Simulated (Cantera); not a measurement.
Charge: 1 mol SiC, 0.027 mol N2O, 140 mol N2, 0.026 mol O2, held at 1748.15 K and 1 atm.

Equilibrium computed with Cantera from the NASA thermochemical tables; the gas is ideal and each condensed phase is pure. Candidate condensed phases: C, Si, SiC, SiO2, Si2N2O, Si3N4; 34 gas species. Mutual solubility and eutectic melting of coexisting phases are not modelled. Rates play no part.

Base state: N2 0.999, CO 0.000560 (mole fractions); condensed: SiC(s) + Si3N4(s).

Q: What changes in the equilibrium state with this change: temperature from 1748.15 K to 1500 K?

A: 
```json
[
 {"species": "N2", "before": "0.999", "after": "1.000"},
 {"species": "CO", "before": "0.000560", "after": "8.81e-5"},
 {"species": "SiC(s), mol", "before": "0.922", "after": "0"},
 {"species": "Si3N4(s), mol", "before": "0.0259", "after": "0.289"},
 {"species": "C(graphite), mol", "before": "0", "after": "0.988"},
 {"species": "Si2N2O(s), mol", "before": "0", "after": "0.0667"}
]
```

Q: What changes in the equilibrium state with this change: SiC replaced by Si3N4?

A: 
```tsv
species	before	after
N2	0.999	1.000
SiO	4.19e-6	2.14e-5
CO	0.000560	0
SiC(s), mol	0.922	0
Si3N4(s), mol	0.0259	0.948
Si2N2O(s), mol	0	0.0760
```

Q: What changes in the equilibrium state with this change: SiC replaced by Si?

A: 
```csv
species,before,after
N2,0.999,1.000
SiO,4.19e-6,2.14e-5
CO,0.000560,0
"SiC(s), mol",0.922,0
"Si3N4(s), mol",0.0259,0.282
"Si2N2O(s), mol",0,0.0760
```
